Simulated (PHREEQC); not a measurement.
City or well water (model solution)

A made-up water analysis in mg/L, 25 °C, pH 8.68, pe 2.7:

```tsv
constituent	mg/L
Na	7.43
K	0.436
Ca	9.97
Mg	2.15
Cl	18.3
S(6) as SO4	6.37
Alkalinity as HCO3	22.3
B	0.00125
Br	0.0366
N(-3) as NH4	0.214
Mn(2)	0.0076
```

Valence states are taken as typed.

Equilibrium calculation in PHREEQC: ion-association model, wateq4f.dat.

No solid was allowed to form.

### Question
Estimate the charge-balance error.

### Answer
charge-balance error 0.3 %.

### Question
In which forms is B present?

### Answer
H3BO3 78 %, H2BO3- 22 % of the B.

Species that the database lacks are ignored.
